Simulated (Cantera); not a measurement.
An isothermal, constant-pressure homogeneous reactor starts with 38.5 % NH₃, 61.5 % N₂, at 2250 K and 10.00 Torr.

Computed with Cantera and the gas-phase N/H chemistry of the illustrative SiF4/NH3 mechanism in the Surface Chemkin manual (1991). Walls and surfaces, which speed up NH3 decomposition in real reactors, are not modelled.

Predict: x(NH₃) at 4.00 s; x(N₂) at 4.00 s; x(NH) at 4.00 s; x(N) at 4.00 s; x(H) at 4.00 s.


```
Property                                           Result
----------------  ---------------------------------------
x(NH₃) at 4.00 s  3.07e-7 (gas-phase equilibrium 3.39e-8)
x(N₂) at 4.00 s       0.575 (gas-phase equilibrium 0.572)
x(NH) at 4.00 s   1.18e-7 (gas-phase equilibrium 2.68e-8)
x(N) at 4.00 s    4.48e-7 (gas-phase equilibrium 1.46e-7)
x(H) at 4.00 s      0.0287 (gas-phase equilibrium 0.0403)
```
